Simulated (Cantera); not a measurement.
Input: 1 mol MgCO₃, 1.2 mol H₂S, 0.18 mol CO₂, held at 1102 °C and 0.310 bar.

Cantera equilibrium calculation (NASA polynomials, part measured and part estimated; ideal gas, pure solids and liquids). Candidate condensed phases: C, C₆H₆, C₇H₈, C₈H₁₈, H₂O, H₂SO₄, Mg, MgCO₃, MgO, Mg(OH)₂, MgS, MgSO₄, S; 130 gas species. Kinetics and transport are ignored.

Base state: CO₂ 0.215, H₂O 0.204, CO 0.200, S₂ 0.141, H₂S 0.135, H₂ 0.0919, COS 0.00957, SO₂ 0.00259 (mole fractions); condensed: MgO(s).

**Question.** What changes in the equilibrium state with this change: H₂S from 1.2 to 3.6 mol?

**Answer.** 
| species | before | after |
|---|---|---|
| H₂S | 0.135 | 0.293 |
| H₂ | 0.0919 | 0.186 |
| S₂ | 0.141 | 0.163 |
| CO₂ | 0.215 | 0.0558 |
| CO | 0.200 | 0.143 |
| H₂O | 0.204 | 0.150 |
| SO₂ | 0.00259 | 0.000368 |
| SO | 0.000148 | 5.80e-5 |
| S₂O | 0.000449 | 0.000189 |
| CS₂ | 0.000101 | 0.000230 |
| MgO(s), mol | 1.00 | 1.00 |

**Question.** What changes in the equilibrium state with this change: MgCO₃ replaced by FeS?

**Answer.** 
```csv
species,before,after
H₂S,0.135,0.388
H₂,0.0919,0.244
S₂,0.141,0.165
CO₂,0.215,0.0161
CO,0.200,0.0878
H₂O,0.204,0.0926
SO₂,0.00259,8.22e-5
SO,0.000148,2.75e-5
"MgO(s), mol",1.00,0
"FeS(s), mol",0,1.00
```
FeS: taken at fixed stoichiometry. Further candidate phases: Fe, Fe(CO)₅, FeO, Fe(OH)₂, Fe(OH)₃, FeS, FeSO₄, FeS₂, Fe₂O₃, Fe₂(SO₄)₃, Fe₃O₄.

**Question.** What changes in the equilibrium state with this change: temperature from 1102 °C to 652 °C?

**Answer.** 
```csv
species,before,after
CO₂,0.215,0.410
H₂S,0.135,0.403
H₂O,0.204,0.0742
CO,0.200,0.0378
H₂,0.0919,0.0138
S₂,0.141,0.0258
COS,0.00957,0.0350
SO,0.000148,4.88e-8
SH,0.00107,7.47e-6
SO₂,0.00259,2.03e-5
S₂O,0.000449,1.31e-5
"MgO(s), mol",1.00,1.00
```
Gases not in the tables: S₃ to S₇.
